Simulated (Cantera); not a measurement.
What does this Cantera script print?

```python
import numpy as np
import cantera as ct

gas_names = """
    O2 TiO NbO2 CO ZrO2 TaO2 H2 H2O
""".split()
cond_names = """
    Ti(a) Ti(b) Ti(L) Nb(cr) Nb(L) C(gr) Zr(a) Zr(b) Zr(L) V(cr) V(L) V2O5(s) V2O5(L) Ta(cr) Ta(L)
""".split()


# ... load() reads the species with a 1 bar reference pressure and builds the phases ...
species = {s.name: s for s in load("nasa_gas.yaml", gas_names) + load("nasa_condensed.yaml", cond_names)}
# Each term lists the table entries of one substance; the one whose range holds T is used.
reactions = {
    '2 Ti + O2(g) = 2 TiO(g)':
        [(-2, ['Ti(a)', 'Ti(b)', 'Ti(L)']), (-1, ['O2']), (2, ['TiO'])],
    'Nb + O2(g) = NbO2(g)':
        [(-1, ['Nb(cr)', 'Nb(L)']), (-1, ['O2']), (1, ['NbO2'])],
    '2 C + O2(g) = 2 CO(g)':
        [(-2, ['C(gr)']), (-1, ['O2']), (2, ['CO'])],
    'Zr + O2(g) = ZrO2(g)':
        [(-1, ['Zr(a)', 'Zr(b)', 'Zr(L)']), (-1, ['O2']), (1, ['ZrO2'])],
    '0.8 V + O2(g) = 0.4 V2O5':
        [(-0.8, ['V(cr)', 'V(L)']), (-1, ['O2']), (0.4, ['V2O5(s)', 'V2O5(L)'])],
    'Ta + O2(g) = TaO2(g)':
        [(-1, ['Ta(cr)', 'Ta(L)']), (-1, ['O2']), (1, ['TaO2'])],
    '2 H2(g) + O2(g) = 2 H2O(g)':
        [(-2, ['H2']), (-1, ['O2']), (2, ['H2O'])],
}


def pick(names, T):
    return next(species[n] for n in names if species[n].thermo.min_temp <= T <= species[n].thermo.max_temp)


results = []
for label, terms in reactions.items():
    print(label)
    print("     T/K   dH/kJ  dS/(J/K)   dG/kJ   log10 K")
    for T in [1100, 1250, 1400, 1550, 1700, 1850]:
        used = [(nu, pick(names, T)) for nu, names in terms]
        dH = sum(nu * s.thermo.h(T) for nu, s in used) / 1e6
        dS = sum(nu * s.thermo.s(T) for nu, s in used) / 1e3
        dG = dH - T * dS / 1e3
        logK = -dG * 1e6 / (ct.gas_constant * T * np.log(10))
        results.append((label, T, dH, dS, dG, logK, [s.name for _, s in used]))
        print(f"{T:8g} {dH:8.1f} {dS:8.1f} {dG:8.1f} {logK:8.2f}")
```

Output:

```
2 Ti + O2(g) = 2 TiO(g)
     T/K   dH/kJ  dS/(J/K)   dG/kJ   log10 K
    1100     93.1    176.7   -101.3     4.81
    1250     81.5    166.6   -126.8     5.30
    1400     78.4    164.4   -151.7     5.66
    1550     74.7    161.8   -176.1     5.94
    1700     70.2    159.1   -200.2     6.15
    1850     64.9    156.1   -223.8     6.32
Nb + O2(g) = NbO2(g)
     T/K   dH/kJ  dS/(J/K)   dG/kJ   log10 K
    1100   -205.6     21.8   -229.6    10.90
    1250   -206.8     20.8   -232.8     9.73
    1400   -208.1     19.9   -235.9     8.80
    1550   -209.5     18.9   -238.8     8.05
    1700   -211.1     17.9   -241.6     7.42
    1850   -212.8     16.9   -244.2     6.89
2 C + O2(g) = 2 CO(g)
     T/K   dH/kJ  dS/(J/K)   dG/kJ   log10 K
    1100   -225.2    175.5   -418.2    19.86
    1250   -227.1    173.8   -444.4    18.57
    1400   -229.1    172.3   -470.3    17.55
    1550   -231.1    170.9   -496.1    16.72
    1700   -233.3    169.6   -521.6    16.03
    1850   -235.5    168.3   -547.0    15.44
Zr + O2(g) = ZrO2(g)
     T/K   dH/kJ  dS/(J/K)   dG/kJ   log10 K
    1100   -292.2     20.3   -314.5    14.94
    1250   -297.5     15.7   -317.1    13.25
    1400   -298.7     14.8   -319.4    11.92
    1550   -300.0     13.9   -321.5    10.83
    1700   -301.6     12.9   -323.5     9.94
    1850   -303.3     11.9   -325.4     9.19
0.8 V + O2(g) = 0.4 V2O5
     T/K   dH/kJ  dS/(J/K)   dG/kJ   log10 K
    1100   -583.9   -133.2   -437.4    20.77
    1250   -581.6   -131.2   -417.6    17.45
    1400   -579.5   -129.6   -398.0    14.85
    1550   -577.7   -128.4   -378.7    12.76
    1700   -576.1   -127.4   -359.5    11.05
    1850   -574.8   -126.6   -340.5     9.61
Ta + O2(g) = TaO2(g)
     T/K   dH/kJ  dS/(J/K)   dG/kJ   log10 K
    1100   -206.6     23.8   -232.8    11.06
    1250   -207.8     22.8   -236.3     9.88
    1400   -209.0     21.9   -239.7     8.94
    1550   -210.3     21.0   -242.9     8.19
    1700   -211.7     20.2   -246.0     7.56
    1850   -213.2     19.3   -249.0     7.03
2 H2(g) + O2(g) = 2 H2O(g)
     T/K   dH/kJ  dS/(J/K)   dG/kJ   log10 K
    1100   -496.9   -111.7   -374.0    17.76
    1250   -498.4   -113.0   -357.2    14.92
    1400   -499.7   -114.0   -340.1    12.69
    1550   -500.7   -114.7   -323.0    10.88
    1700   -501.5   -115.2   -305.7     9.39
    1850   -502.2   -115.5   -288.4     8.14
```

Standard-state values (1 bar) from the NASA 1993 polynomials, evaluated with Cantera. Condensed species are held in their standard states even where they would react or evaporate.
